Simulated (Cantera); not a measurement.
An adiabatic, constant-volume homogeneous reactor starts with CH₄ : H₂ : O₂ : N₂ = 1 : 0.2 : 1.05 : 3.95 (molar parts), equivalence ratio 2.0, at 1425 K and 1.38 atm. Integrator tolerance rtol = 1e-08.

Cantera simulation using GRI-Mech 3.0 (53 species, 325 reactions); the numbers are that mechanism's predictions, not measurements.

What does this change do: CH4 1 to 0.67 parts?


| quantity | before | after |
|---|---|---|
| time of steepest temperature rise | 0.977 ms | 0.563 ms |
| temperature at 2.00 s | 2737 K | 2946 K |
| equilibrium temperature | 2737 K | 2946 K |
| x(CH₄) at 2.00 s | 5.15e-11 (gas-phase equilibrium 5.79e-11) | <1e-12 (gas-phase equilibrium <1e-12) |
| x(H₂) at 2.00 s | 0.162 (gas-phase equilibrium 0.162) | 0.0602 (gas-phase equilibrium 0.0602) |
| x(O₂) at 2.00 s | 6.31e-5 (gas-phase equilibrium 6.31e-5) | 0.00341 (gas-phase equilibrium 0.00341) |
| x(O) at 2.00 s | 0.000190 (gas-phase equilibrium 0.000190) | 0.00312 (gas-phase equilibrium 0.00312) |
| x(C₂H₄) at 2.00 s | <1e-12 (gas-phase equilibrium <1e-12) | <1e-12 (gas-phase equilibrium <1e-12) |
